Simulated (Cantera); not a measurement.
## Aluminium and copper etching: Al + HCl

Charge: 1 mol Al, 6.1 mol HCl, at 1.00 Torr.

Equilibrium computed with Cantera from the NASA thermochemical tables; the gas is ideal and each condensed phase is pure. Candidate condensed phases: Al, AlCl3; 12 gas species. The tables' values for AlCl2 are old estimates; treat these amounts as uncertain. Equilibrium is a limit: real reactors are often held back by kinetics, nucleation or transport.

From 448 K to 1423 K nothing is condensed. The main Al-bearing gas is Al2Cl6 at 448 K and AlCl3 at 1423 K.

```tsv
T (K)	log p HCl	log p H2	log p AlCl3	log p Al2Cl6	log p AlCl2
448	-3.09	-3.41	-5.33	-3.89	<-14
523	-3.10	-3.41	-4.34	-3.98	<-14
598	-3.12	-3.43	-3.78	-4.39	<-14
673	-3.13	-3.45	-3.64	-5.29	-13.74
748	-3.13	-3.45	-3.63	-6.19	-12.10
823	-3.13	-3.45	-3.62	-6.94	-10.77
898	-3.13	-3.45	-3.62	-7.56	-9.67
973	-3.13	-3.45	-3.62	-8.08	-8.75
1048	-3.13	-3.45	-3.62	-8.52	-7.95
1123	-3.13	-3.45	-3.62	-8.90	-7.27
1198	-3.13	-3.45	-3.62	-9.23	-6.67
1273	-3.13	-3.45	-3.62	-9.52	-6.15
1348	-3.13	-3.45	-3.63	-9.77	-5.69
1423	-3.13	-3.45	-3.64	-10.01	-5.28
```
log p: log10 of the partial pressure in bar; nothing condenses.
